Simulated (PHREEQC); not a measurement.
Consider water at 57 °C with 0.49 mol/kgw Na2HPO4, 0.042 mol/kgw FeSO4 and 0.00044 mol/kgw H3PO4. It is in equilibrium with CO2 at log p = 0 (atm). Otherwise closed; pH follows from the charge balance.

The numbers come from PHREEQC with the ion-association model, phreeqc.dat.

No solid was allowed to form.

Question: Order these Fe species by the share of Fe that they hold, largest first: FeSO4, FeH2PO4+, FeHCO3+, FeHPO4, Fe+2.

Answer: FeHPO4 (62 %), FeH2PO4+ (30 %), FeHCO3+ (4.2 %), Fe+2 (2.9 %), FeSO4 (0.38 %)

Question: Order these C species by the share of C that they hold, largest first: NaCO3-, NaHCO3, HCO3-, FeHCO3+, CO2.

Answer: HCO3- (76 %), NaHCO3 (11 %), CO2 (9.8 %), NaCO3- (1.6 %), FeHCO3+ (1.3 %)

The pH is 6.87 and the ionic strength 1.18 mol/kgw. Saturation is exceeded, for instance for Siderite; the values hold only as long as no solid forms. The ionic strength is past about 0.7 mol/kgw, beyond the range of this activity model, so the values are rough. At this temperature some constants are extrapolated from 25 °C, and those without enthalpy data are left unchanged.
